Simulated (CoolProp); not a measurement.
Saturation properties of n-perfluorohexane.

The numbers come from the reference Helmholtz-energy equation of state, Gao 2022 in CoolProp.

```csv
T (K),p (kPa),liquid density (kg/m³),vapour density (kg/m³),enthalpy of vaporisation (kJ/kg),liquid cp (kJ/(kg K))
344.5,160.1,1532,20.71,80.29,1.122
351,194.4,1509,25.05,78.27,1.133
357.5,234.1,1486,30.11,76.17,1.145
364,279.8,1462,36.00,73.98,1.158
370.5,331.9,1437,42.84,71.69,1.171
377,391.0,1410,50.77,69.29,1.186
383.5,457.9,1382,59.99,66.74,1.201
390,533.2,1353,70.74,64.04,1.219
396.4,616.1,1321,83.12,61.19,1.239
402.9,710.2,1287,97.94,58.07,1.264
409.4,815.1,1249,115.6,54.65,1.294
415.9,931.7,1207,137.1,50.86,1.334
422.4,1061,1159,163.8,46.55,1.391
428.9,1206,1102,198.4,41.49,1.483
```

It boils at 330.3 K under 1 atm.
